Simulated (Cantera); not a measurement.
Mixture: H2 : O2 : N2 = 1 : 0.806 : 3.03 (molar parts), at 2780 Torr, adiabatic and at constant pressure. Ignition delay is the time to a rise of 400 K.

Model: GRI-Mech 3.0 (53 species, 325 reactions), integrated in Cantera. The hydrogen kinetics of GRI-Mech 3.0 are dated; newer H2 mechanisms differ, most at raised pressure.

```
quantity           before     after
---------------  --------  --------
delay at 1073 K  0.782 ms   2.01 ms
delay at 1123 K   51.2 µs  0.614 ms
delay at 1173 K   22.5 µs  0.161 ms
delay at 1223 K   14.2 µs   25.2 µs
delay at 1273 K   10.2 µs   7.19 µs
delay at 1323 K   7.87 µs   4.12 µs
```

Question: Name the change that produced these shifts.
A. pressure from 2780 Torr to 7430 Torr
B. H2 1 to 2.1 parts
C. O2 0.806 to 0.62 parts
D. H2 1 to 2.3 parts

Answer: A, pressure from 2780 Torr to 7430 Torr
